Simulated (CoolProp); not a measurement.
Carbon dioxide along the isobar 6240 kPa: density (kg/m³) from the reference equation and from simpler models built on Tc = 304.1 K, pc = 7377 kPa, ω = 0.224; each cubic takes its own stable root.

Model: reference Helmholtz-energy equation of state, Span 1996, in CoolProp.

```tsv
T (K)	phase	reference	van der Waals	Redlich-Kwong	Soave-Redlich-Kwong	Peng-Robinson
250.5	liquid	1061	668.5	930.6	966.4	1094
274.7	liquid	940.8	590.2	795.5	828.2	935.6
299	gas	207.8	181.9	198.2	201.5	212.2
323.2	gas	143.3	141.5	144.3	141.8	147.1
347.5	gas	119.6	121.0	121.3	118.4	122.1
371.7	gas	105.1	107.3	106.8	104.0	106.8
396	gas	94.64	97.05	96.20	93.54	95.78
420.2	gas	86.63	89.00	88.04	85.57	87.42
444.5	gas	80.15	82.38	81.41	79.12	80.68
468.8	gas	74.75	76.83	75.89	73.78	75.11
493	gas	70.18	72.09	71.21	69.25	70.40
517.3	gas	66.21	67.96	67.14	65.33	66.34
541.5	gas	62.73	64.34	63.58	61.91	62.79
565.8	gas	59.63	61.11	60.41	58.87	59.65
```
